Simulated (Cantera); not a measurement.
Feed: 1 mol V, a varied amount of O2, 8 mol N2, at 0.00735 Torr.

Equilibrium computed with Cantera from the NASA thermochemical tables; the gas is ideal and each condensed phase is pure. Candidate condensed phases: V, VN, VO, V2O3, V2O4, V2O5; 13 gas species. Mutual solubility and eutectic melting of coexisting phases are not modelled. VO: taken at fixed stoichiometry. Condensed phases not in the tables: the oxides between V2O3 and V2O5 other than VO2, V2N, N, O or C dissolved in the metal. Equilibrium is a limit: real reactors are often held back by kinetics, nucleation or transport.

Task: What condenses at these points (T in K, n(O2) in mol): (1825, 0.92); (2350, 1.7); (1900, 0.28); (1750, 0.76); (2350, 1.2); (1825, 0.28); (1900, 0.11); (1900, 0.76)?

Result: 
```csv
T (K),n(O2) in mol,condensed phases,V condensed (%)
1825,0.92,V2O3,17.5
2350,1.7,gas only,0.0
1900,0.28,V + VO,21.9
1750,0.76,VO + V2O3,85.1
2350,1.2,gas only,0.0
1825,0.28,V + VO,80.8
1900,0.11,V,37.7
1900,0.76,VO,10.0
```
